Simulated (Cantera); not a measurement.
An isothermal, constant-pressure homogeneous reactor starts with 2.33 % CH3OH, 0.438 % O2, 97.2 % N2, equivalence ratio 8.0, at 1325 K and 4800 Torr.

Computed with Cantera and GRI-Mech 3.0 (53 species, 325 reactions). GRI-Mech 3.0 was tuned for natural gas; its chemistry of methanol as a main component is partial and can be far from experiment.

One state of this run: x CH3OH = 5.37e-11; x O2 = 1.13e-6; x H2O = 0.00806; x CH2O = 2.44e-9; x CO2 = 0.000425; x HCN = 3.85e-9. x: mole fraction; the columns are a selection and need not sum to one.

### Question
Which value of t (s) does it belong to?
(A) 0.0387
(B) 0.128
(C) 50.0
(D) 0.000327

### Answer
B, 0.128
